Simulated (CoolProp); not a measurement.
Vapour-liquid equilibrium of n-hexane (1) + cyclohexane (2) at 60.4 kPa; x and y are mole fractions of (1).

Computed with CoolProp (multi-fluid Helmholtz-energy mixture model, Thol 2019 and Zhou 2014; pair parameters Bell 2016).

| x | bubble temperature, mixture model (K) | bubble temperature, Raoult's law (K) | y, mixture model | y, Raoult's law |
|---|---|---|---|---|
| 0.05 | 336.7 | 336.9 | 0.077 | 0.072 |
| 0.2 | 334.3 | 334.9 | 0.278 | 0.268 |
| 0.35 | 332.4 | 333.1 | 0.445 | 0.442 |
| 0.5 | 330.7 | 331.4 | 0.591 | 0.596 |
| 0.65 | 329.2 | 329.7 | 0.724 | 0.733 |
| 0.8 | 327.9 | 328.2 | 0.846 | 0.856 |
| 0.95 | 326.7 | 326.7 | 0.963 | 0.966 |

The largest gap from Raoult's law is -0.7 K in bubble temperature, at x = 0.35. No azeotrope shows between x = 0.05 and 0.95.

The pair parameters rest on a limited set of measurements; away from them the model extrapolates.
